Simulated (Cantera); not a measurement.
Charge: 1 mol Cr₂O₃, 6.3 mol H₂, 16 mol N₂, equilibrated at 625 °C and 1 atm.

Cantera equilibrium calculation (NASA polynomials, part measured and part estimated; ideal gas, pure solids and liquids). Candidate condensed phases: Cr, CrN, Cr₂N, Cr₂O₃, H₂O; 29 gas species. The numbers say what is thermodynamically allowed, not how fast it happens.

Base state: N₂ 0.718, H₂ 0.282, NH₃ 0.000158, H₂O 2.47e-5 (mole fractions); condensed: CrN(s) + Cr₂O₃(s).

What changes in the equilibrium state with this change: temperature from 625 °C to 1375 °C?


```
species          before    after
-------------  --------  -------
N₂                0.718    0.717
H₂                0.282    0.282
H₂O             2.47e-5  0.00101
NH₃            0.000158  5.29e-6
H                 <1e-9  4.70e-5
CrN(s), mol    0.000367        0
Cr₂O₃(s), mol     1.000    0.992
Cr₂N(s), mol          0  0.00743
```
Mutual solubility and eutectic melting of coexisting phases are not modelled.
